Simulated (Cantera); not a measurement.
An isothermal, constant-pressure homogeneous reactor starts with 2.13 % C₃H₈, 97.9 % H₂, at 1350 K and 1.01 bar.

Detailed kinetics in Cantera: GRI-Mech 3.0 (53 species, 325 reactions). GRI-Mech 3.0 was tuned for natural gas; its chemistry of propane as a main component is partial and can be far from experiment. GRI-Mech 3.0 stops at C3 and has no aromatics, soot or wall deposition, so with more carbon than oxygen in the feed, carbon stays in small species such as C2H2 where larger ones or solid carbon would form.

x: mole fraction; the columns are a selection and need not sum to one.

```json
[
 {"t (s)": "9.00e-5", "x C₃H₈": "0.0133", "x H₂": "0.971", "x C₂H₄": "0.00763", "x C₂H₂": "2.77e-5", "x C₂H": "1.61e-12"},
 {"t (s)": "0.000206", "x C₃H₈": "0.00575", "x H₂": "0.964", "x C₂H₄": "0.0146", "x C₂H₂": "0.000167", "x C₂H": "9.32e-12"},
 {"t (s)": "0.000473", "x C₃H₈": "0.00127", "x H₂": "0.959", "x C₂H₄": "0.0183", "x C₂H₂": "0.000527", "x C₂H": "1.94e-11"},
 {"t (s)": "0.00109", "x C₃H₈": "0.000179", "x H₂": "0.958", "x C₂H₄": "0.0186", "x C₂H₂": "0.00100", "x C₂H": "1.83e-11"},
 {"t (s)": "0.00249", "x C₃H₈": "1.48e-5", "x H₂": "0.958", "x C₂H₄": "0.0181", "x C₂H₂": "0.00155", "x C₂H": "1.73e-11"},
 {"t (s)": "0.00571", "x C₃H₈": "5.38e-7", "x H₂": "0.957", "x C₂H₄": "0.0170", "x C₂H₂": "0.00240", "x C₂H": "2.41e-11"},
 {"t (s)": "0.0131", "x C₃H₈": "3.43e-7", "x H₂": "0.957", "x C₂H₄": "0.0151", "x C₂H₂": "0.00385", "x C₂H": "3.65e-11"},
 {"t (s)": "0.0300", "x C₃H₈": "2.71e-7", "x H₂": "0.956", "x C₂H₄": "0.0125", "x C₂H₂": "0.00563", "x C₂H": "4.83e-11"},
 {"t (s)": "0.0688", "x C₃H₈": "2.10e-7", "x H₂": "0.955", "x C₂H₄": "0.0101", "x C₂H₂": "0.00671", "x C₂H": "5.05e-11"},
 {"t (s)": "0.158", "x C₃H₈": "[?]", "x H₂": "0.952", "x C₂H₄": "[?]", "x C₂H₂": "0.00633", "x C₂H": "4.12e-11"},
 {"t (s)": "0.362", "x C₃H₈": "1.34e-7", "x H₂": "0.949", "x C₂H₄": "0.00659", "x C₂H₂": "0.00500", "x C₂H": "2.68e-11"},
 {"t (s)": "0.829", "x C₃H₈": "[?]", "x H₂": "0.945", "x C₂H₄": "[?]", "x C₂H₂": "[?]", "x C₂H": "1.32e-11"},
 {"t (s)": "1.90", "x C₃H₈": "3.10e-8", "x H₂": "0.940", "x C₂H₄": "0.00214", "x C₂H₂": "0.00162", "x C₂H": "4.52e-12"},
 {"t (s)": "4.36", "x C₃H₈": "7.95e-9", "x H₂": "0.938", "x C₂H₄": "0.000728", "x C₂H₂": "0.000546", "x C₂H": "1.06e-12"},
 {"t (s)": "10.0", "x C₃H₈": "2.79e-9", "x H₂": "0.937", "x C₂H₄": "0.000284", "x C₂H₂": "0.000203", "x C₂H": "<1e-12"}
]
```

Problem. What belongs in the gaps?

Solution. 
- 0.158, x C₃H₈: 1.74e-7
- 0.158, x C₂H₄: 0.00840
- 0.829, x C₃H₈: 7.90e-8
- 0.829, x C₂H₄: 0.00432
- 0.829, x C₂H₂: 0.00328
